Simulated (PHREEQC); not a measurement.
Consider water at 25 °C with 16 mmol/kgw H3PO4 and 0.049 mmol/kgw Ca(NO3)2. Closed to the air; pH follows from the charge balance.

All values are PHREEQC results (ion-association model, phreeqc.dat), not measurements.

Each row changes one thing in this solution. Precipitation was switched off in this run.

```csv
case,pH,ionic strength (mol/kgw),H2PO4- (mol/kgw),H3PO4 (mol/kgw),Ca+2 (mol/kgw),CaH2PO4+ (mol/kgw),SI of Hydroxyapatite (Ca5(PO4)3OH)
as made,2.13,0.00817,0.00803,0.00796,4.29e-5,6.11e-6,-32.32
Ca(NO3)2 from 4.9e-05 to 0.00049 mol/kgw,2.13,0.00944,0.00802,0.00792,0.000430,5.98e-5,-27.38
H3PO4 from 0.016 to 0.0032 mol/kgw,2.64,0.00257,0.00242,0.000776,4.67e-5,2.32e-6,-29.78
temperature from 25 to 60 °C,2.19,0.00720,0.00706,0.00893,3.99e-5,9.09e-6,-29.25
H3PO4 from 0.016 to 0.032 mol/kgw,1.94,0.0129,0.0127,0.0193,4.05e-5,8.46e-6,-33.39
```

At this temperature some constants are extrapolated from 25 °C, and those without enthalpy data are left unchanged.
